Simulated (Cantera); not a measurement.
# Diamond growth

A diamond (100) surface in a fixed gas of H2 with x(CH4) = 0.0065, x(H) = 0.024, x(CH3) = 4.3e-05, at 1250 K; coverages are run to steady state.

Cantera simulation using the Harris–Goodwin 1993 mechanism for the reconstructed diamond (100) surface; the numbers are that mechanism's predictions, not measurements.

```csv
P (Pa),growth (µm/h),θ c6HH,θ c6H*,θ c6*H,θ c6**,θ c6HM
330,0.0228,0.406,0.0439,0.512,0.0384,1.85e-5
590,0.0509,0.406,0.0439,0.512,0.0384,3.20e-5
1100,0.128,0.406,0.0439,0.511,0.0384,5.60e-5
1900,0.296,0.406,0.0440,0.511,0.0385,8.78e-5
3300,0.691,0.406,0.0441,0.511,0.0385,0.000131
5900,1.64,0.406,0.0442,0.511,0.0385,0.000186
10000,3.42,0.406,0.0444,0.511,0.0386,0.000238
18000,7.31,0.406,0.0448,0.510,0.0387,0.000290
```
θ: site fractions in the mechanism's names (c6HH fully hydrogenated, c6H* and c6*H radical sites, c6** diradical, c6HM methylated).
